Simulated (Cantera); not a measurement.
Charge: 1 mol CuO, 1.6 mol H2, at 1502 °C.

Equilibrium computed with Cantera from the NASA thermochemical tables; the gas is ideal and each condensed phase is pure. Candidate condensed phases: Cu, CuO, Cu(OH)2, Cu2O, H2O; 12 gas species. Rates play no part.

### Question
At 0.130 bar, list the 5 most abundant gas species with their mole fractions, and the condensed phases.

### Answer
H2O 0.623, H2 0.374, Cu 0.00311, H 0.000491, OH 5.09e-5. Condensed: Cu(l).
